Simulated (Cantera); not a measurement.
**B + NH3 (boron, boron nitride and boron oxide)**

A closed system holds: 1 mol B, 5.8 mol NH3, at 0.133 bar.

These are equilibrium values from Cantera (NASA tables, ideal gas, pure condensed phases), not measurements of a reactor. Candidate condensed phases: B, BN; 15 gas species. The tables' values for BH2 are old estimates; treat these amounts as uncertain. Gases not in the tables: B2H6 and higher boranes. The numbers say what is thermodynamically allowed, not how fast it happens.

From 1700 K to 2350 K the condensed part is BN(s).

```tsv
T (K)	x H2	x N2	x H	x BH2	x B	n BN(s)
1700	0.783	0.216	0.000357	2.19e-7	1.27e-11	1.000
1750	0.783	0.216	0.000564	5.34e-7	6.44e-11	1.000
1800	0.783	0.216	0.000868	1.24e-6	2.99e-10	1.000
1850	0.783	0.216	0.00131	2.74e-6	1.28e-9	1.000
1900	0.782	0.216	0.00192	5.82e-6	5.04e-9	1.000
1950	0.781	0.216	0.00278	1.19e-5	1.86e-8	1.000
2000	0.780	0.216	0.00393	2.34e-5	6.39e-8	1.000
2050	0.779	0.216	0.00548	4.44e-5	2.07e-7	0.999
2100	0.777	0.215	0.00752	8.18e-5	6.35e-7	0.999
2150	0.775	0.215	0.0102	0.000146	1.84e-6	0.998
2200	0.771	0.215	0.0135	0.000254	5.10e-6	0.997
2250	0.767	0.214	0.0178	0.000431	1.35e-5	0.995
2300	0.762	0.214	0.0231	0.000712	3.42e-5	0.991
2350	0.756	0.213	0.0297	0.00115	8.31e-5	0.986
```
x: gas mole fraction; n: condensed amount in mol.
